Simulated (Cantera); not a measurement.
An isothermal, constant-pressure homogeneous reactor starts with 19.6 % NH3, 80.4 % N2, at 1573 K and 140000 Pa.

Cantera simulation using the gas-phase N/H chemistry of the illustrative SiF4/NH3 mechanism in the Surface Chemkin manual (1991); the numbers are that mechanism's predictions, not measurements. Walls and surfaces, which speed up NH3 decomposition in real reactors, are not modelled.

x: mole fraction; the columns are a selection and need not sum to one.

| t (s) | x NH3 | x H2 | x N2H4 | x N | x N2H2 | x N2 |
|---|---|---|---|---|---|---|
| 0.000200 | 0.196 | 1.52e-6 | 5.03e-10 | <1e-12 | 4.43e-10 | 0.804 |
| 0.000726 | 0.196 | 5.95e-6 | ? | 5.14e-12 | 6.58e-9 | 0.804 |
| 0.00263 | 0.196 | 3.77e-5 | ? | 3.54e-11 | 6.26e-8 | 0.804 |
| 0.00955 | 0.196 | 0.000261 | 8.88e-8 | 1.26e-10 | 1.01e-7 | 0.804 |
| 0.0346 | 0.195 | 0.00111 | 8.65e-8 | 4.12e-10 | 1.00e-7 | 0.804 |
| 0.126 | 0.193 | 0.00414 | 8.00e-8 | 1.43e-9 | 9.72e-8 | 0.803 |
| 0.456 | 0.185 | 0.0144 | ? | 3.80e-9 | 8.73e-8 | 0.801 |
| 1.65 | 0.161 | 0.0445 | ? | 5.51e-9 | 6.27e-8 | 0.795 |
| 6.00 | 0.112 | 0.106 | ? | 4.35e-9 | 2.77e-8 | 0.783 |

Some entries are withheld; supply them.


- 0.000726, x N2H4: 6.59e-9
- 0.00263, x N2H4: 5.64e-8
- 0.456, x N2H4: 6.73e-8
- 1.65, x N2H4: 4.68e-8
- 6.00, x N2H4: 2.11e-8
